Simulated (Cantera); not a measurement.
Feed: 1 mol SiO₂, 90 mol H₂, 88 mol N₂, equilibrated at 1777 °C and 0.460 bar.

Equilibrium computed with Cantera from the NASA thermochemical tables; the gas is ideal and each condensed phase is pure. Candidate condensed phases: H₂O, Si, SiO₂, Si₂N₂O, Si₃N₄; 35 gas species. The numbers say what is thermodynamically allowed, not how fast it happens.

Base state: H₂ 0.495, N₂ 0.491, SiO 0.00558, H₂O 0.00558, H 0.00235 (mole fractions); condensed: gas only.

Problem. What changes in the equilibrium state with this change: temperature from 1777 °C to 1402 °C?

Solution. 
```tsv
species	before	after
H₂	0.495	0.505
N₂	0.491	0.494
H₂O	0.00558	0.000415
SiO	0.00558	0.000415
H	0.00235	0.000122
SiO₂(β-quartz), mol	0	0.926
```
The tables hold silica as quartz up to 1696 K and as liquid above; real silica turns to tridymite and cristobalite and melts near 1996 K.
